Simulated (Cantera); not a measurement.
Ignition delay

Mixture: CH₄ : C₂H₆ : O₂ : N₂ : CO₂ = 1 : 0.047 : 2.23 : 8.39 : 1.4 (molar parts), at 500000 Pa, adiabatic and at constant pressure. Ignition delay is the time to a rise of 400 K.

Detailed kinetics in Cantera: GRI-Mech 3.0 (53 species, 325 reactions).

| T0 (K) | delay (ms) |
|---|---|
| 1125 | 9.42 |
| 1200 | 4.02 |
| 1275 | 1.79 |
| 1350 | 0.820 |
| 1425 | 0.384 |

| Quantity | Value |
|---|---|
| apparent activation energy between 1275 and 1425 K | 160 kJ/mol |
